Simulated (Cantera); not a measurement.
## Transport properties of process gases

Gas mixture: 100 % CH₃OH, at 0.0260 bar, frozen composition.

Cantera's kinetic-theory transport with the Lennard-Jones parameters of GRI-Mech 3.0, ideal gas; thermal conductivity in the mixture-averaged form. Polar gases are described roughly by these parameters. The composition is frozen, though it would react at the higher temperatures.

| T (K) | ρ (kg/m³) | cp (J/kg/K) | μ (µPa s) | λ (mW/m/K) | Pr | D (cm²/s) H₂ | D (cm²/s) CH₃ | D (cm²/s) H |
|---|---|---|---|---|---|---|---|---|
| 400 | 0.0250 | 1604 | 13.1 | 28.2 | 0.745 | 41.2 | 11.0 | 61.0 |
| 550 | 0.0182 | 1983 | 18.1 | 48.2 | 0.744 | 71.9 | 20.0 | 111 |
| 700 | 0.0143 | 2314 | 22.8 | 70.5 | 0.748 | 109 | 30.9 | 171 |
| 850 | 0.0118 | 2568 | 27.2 | 93.6 | 0.746 | 151 | 43.7 | 242 |
| 1000 | 0.0100 | 2798 | 31.3 | 117 | 0.751 | 199 | 58.0 | 321 |
| 1150 | 0.00871 | 2978 | 35.2 | 139 | 0.751 | 251 | 73.9 | 409 |
D: mixture-averaged diffusion coefficient of that species in the mixture.
